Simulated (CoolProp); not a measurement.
A simple Rankine cycle with chlorine: condensing at 292.15 K, boiler at 2.14 MPa, turbine inlet 343.4 K, turbine efficiency 0.75, pump efficiency 0.6, no recuperator. Each further row changes one setting.

Computed with CoolProp (reference Helmholtz-energy equation of state, Thol 2021).

```json
[
 {"case": "as stated", "thermal efficiency (%)": "9.5", "net work (kJ/kg)": "24.6", "heat in (kJ/kg)": "259", "turbine exit temperature (K)": "292.2", "volume ratio over the turbine": "2.93"},
 {"case": "turbine inlet 363.4 K", "thermal efficiency (%)": "9.7", "net work (kJ/kg)": "26.5", "heat in (kJ/kg)": "273", "turbine exit temperature (K)": "292.2", "volume ratio over the turbine": "2.76"},
 {"case": "condensing temperature 284.15 K", "thermal efficiency (%)": "11.0", "net work (kJ/kg)": "29.3", "heat in (kJ/kg)": "267", "turbine exit temperature (K)": "284.2", "volume ratio over the turbine": "3.62"},
 {"case": "boiler pressure 1.5 MPa", "thermal efficiency (%)": "7.0", "net work (kJ/kg)": "18.9", "heat in (kJ/kg)": "269", "turbine exit temperature (K)": "292.2", "volume ratio over the turbine": "2.01"},
 {"case": "turbine efficiency 0.65", "thermal efficiency (%)": "8.2", "net work (kJ/kg)": "21.1", "heat in (kJ/kg)": "259", "turbine exit temperature (K)": "292.2", "volume ratio over the turbine": "2.97"}
]
```

The expansion ends wet for: as stated; turbine inlet 363.4 K; condensing temperature 284.15 K; boiler pressure 1.5 MPa; turbine efficiency 0.65.
